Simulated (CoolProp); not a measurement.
Vapour-liquid equilibrium of n-hexane (1) + o-xylene (2) at 0.219 MPa; x and y are mole fractions of (1).

Computed with CoolProp (multi-fluid Helmholtz-energy mixture model, Thol 2019 and Zhou 2012; pair parameters Bell 2016).

### Question
Give the bubble temperature and the first vapour's composition at x = 0.35, 0.5, 0.8. Is there an azeotrope?

### Answer
x = 0.35: 128.1 °C, y = 0.787; x = 0.5: 117.5 °C, y = 0.875; x = 0.8: 102.9 °C, y = 0.964. No azeotrope shows between x = 0.05 and 0.95.

Pair parameters are fitted to limited data, so mixtures are less certain than the pure fluids.
